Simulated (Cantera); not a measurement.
Feed: 1 mol CuO, 3.3 mol C, 0.92 mol CO, 4 mol CH4, held at 948.15 K and 350000 Pa.

Equilibrium computed with Cantera from the NASA thermochemical tables; the gas is ideal and each condensed phase is pure. Candidate condensed phases: C, C6H6, C7H8, C8H18, Cu, CuO, Cu(OH)2, Cu2O, H2O; 113 gas species. Kinetics and transport are ignored.

Base state: H2 0.571, CH4 0.195, H2O 0.134, CO 0.0696, CO2 0.0296 (mole fractions); condensed: C(graphite) + Cu(s).

Question: What changes in the equilibrium state with this change: CO from 0.92 to 0.32 mol?

Answer: 
| species | before | after |
|---|---|---|
| H2 | 0.571 | 0.606 |
| CH4 | 0.195 | 0.220 |
| H2O | 0.134 | 0.106 |
| CO2 | 0.0296 | 0.0163 |
| CO | 0.0696 | 0.0517 |
| C(graphite), mol | 6.07 | 5.62 |
| Cu(s), mol | 1.00 | 1.00 |

Question: What changes in the equilibrium state with this change: CH4 from 4 to 1.5 mol?

Answer: 
```
species           before  after
----------------  ------  -----
H2                 0.571  0.439
H2O                0.134  0.200
CO                0.0696  0.135
CO2               0.0296  0.111
CH4                0.195  0.115
C(graphite), mol    6.07   4.47
Cu(s), mol          1.00   1.00
```
